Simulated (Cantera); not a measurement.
## Moist CO burnout

An isothermal, constant-pressure homogeneous reactor starts with CO : O2 : H2O : N2 = 0.0011 : 0.065 : 0.00078 : 1 (molar parts), equivalence ratio 0.0085, at 1098 K and 353 Torr.

Model: GRI-Mech 3.0 (53 species, 325 reactions), integrated in Cantera.

```
t (s)         x CO    x O2     x H2O     x HO2    x H2O2
--------  --------  ------  --------  --------  --------
5.00e-5    0.00103  0.0609  0.000731    <1e-12    <1e-12
0.000168   0.00103  0.0609  0.000731    <1e-12    <1e-12
0.000562   0.00103  0.0609  0.000731    <1e-12    <1e-12
0.00188    0.00103  0.0609  0.000731  4.40e-12    <1e-12
0.00631    0.00103  0.0609  0.000731  1.06e-10    <1e-12
0.0212     0.00103  0.0609  0.000731   3.91e-9    <1e-12
0.0709    0.000997  0.0609  0.000729   6.04e-7   7.78e-9
0.238     0.000346  0.0606  0.000729   5.04e-7   8.91e-9
0.797      5.39e-5  0.0605  0.000730   1.59e-7   1.76e-9
2.67       4.61e-6  0.0604  0.000731   2.36e-8  1.89e-10
8.95       2.74e-7  0.0604  0.000731   1.99e-9  2.00e-11
30.0       8.03e-9  0.0604  0.000731  3.04e-10  4.20e-12
```
x: mole fraction; the columns are a selection and need not sum to one.

Equilibrium at this temperature and pressure: CO 7.78e-12, O2 0.0604, H2O 0.000731, HO2 1.08e-10, H2O2 1.09e-12 (gas phase only).
